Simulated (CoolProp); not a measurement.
A single-stage vapour-compression cycle with R1336mzz(Z): evaporating at 263.15 K (dew point), condensing at 318.15 K (bubble point), superheat 8 K, subcooling 5 K, compressor efficiency 0.85, no pressure losses. Each further row changes one setting.

Values from CoolProp's reference Helmholtz-energy equation of state, McLinden 2020.

```
case                              cooling COP  pressure ratio  discharge temperature (K)  refrigerating effect (kJ/kg)  volumetric capacity (kJ/m³)
--------------------------------  -----------  --------------  -------------------------  ----------------------------  ---------------------------
as stated                                3.31            10.2                      322.2                           130                          143
evaporating temperature 268.15 K         3.81             ___                      321.8                           134                          ___
condensing temperature 313.15 K           ___            8.59                      318.2                           136                          149
subcooling 10 K                          3.47            10.2                      322.2                           136                          149
superheat 18 K                           3.39            10.2                      332.3                           ___                          146
compressor efficiency 0.75               2.92            10.2                      327.7                           130                          143
```

**Question.** Fill in the missing entries.

**Answer.** 
- evaporating temperature 268.15 K, pressure ratio: 7.86
- evaporating temperature 268.15 K, volumetric capacity (kJ/m³): 187
- condensing temperature 313.15 K, cooling COP: 3.76
- superheat 18 K, refrigerating effect (kJ/kg): 138
